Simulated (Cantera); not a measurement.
# CuO + CO + N₂ (carbothermic reduction)

Input: 1 mol CuO, 8.6 mol CO, 1.9 mol N₂, at 3.30 bar.

Cantera equilibrium calculation (NASA polynomials, part measured and part estimated; ideal gas, pure solids and liquids). Candidate condensed phases: C, Cu, CuO, Cu₂O; 27 gas species. Equilibrium is a limit: real reactors are often held back by kinetics, nucleation or transport.

From 1025 °C to 1075 °C the condensed part is Cu(s). From 1100 °C to 1325 °C the condensed part is Cu(l). The main Cu-bearing gas is Cu throughout.

| T (°C) | log p CO | log p N₂ | log p CO₂ | log p Cu | log p Cu₂ | log p NO | n Cu(s) | n Cu(l) |
|---|---|---|---|---|---|---|---|---|
| 1025 | 0.38 | -0.22 | -0.50 | -6.82 | -10.92 | -10.84 | 1.00 | 0 |
| 1050 | 0.38 | -0.22 | -0.50 | -6.57 | -10.56 | -10.56 | 1.000 | 0 |
| 1075 | 0.38 | -0.22 | -0.50 | -6.33 | -10.22 | -10.29 | 1.000 | 0 |
| 1100 | 0.38 | -0.22 | -0.50 | -6.10 | -9.90 | -10.02 | 0 | 1.000 |
| 1125 | 0.38 | -0.22 | -0.50 | -5.89 | -9.60 | -9.77 | 0 | 1.000 |
| 1150 | 0.38 | -0.22 | -0.50 | -5.68 | -9.32 | -9.53 | 0 | 1.000 |
| 1175 | 0.38 | -0.22 | -0.50 | -5.48 | -9.04 | -9.29 | 0 | 1.000 |
| 1200 | 0.38 | -0.22 | -0.50 | -5.29 | -8.77 | -9.06 | 0 | 1.000 |
| 1225 | 0.38 | -0.22 | -0.50 | -5.10 | -8.51 | -8.84 | 0 | 1.000 |
| 1250 | 0.38 | -0.22 | -0.50 | -4.92 | -8.26 | -8.63 | 0 | 1.000 |
| 1275 | 0.38 | -0.22 | -0.50 | -4.75 | -8.02 | -8.42 | 0 | 1.000 |
| 1300 | 0.38 | -0.22 | -0.50 | -4.58 | -7.79 | -8.22 | 0 | 1.000 |
| 1325 | 0.38 | -0.22 | -0.50 | -4.41 | -7.56 | -8.03 | 0 | 1.000 |
log p: log10 of the partial pressure in bar; n: condensed amount in mol.
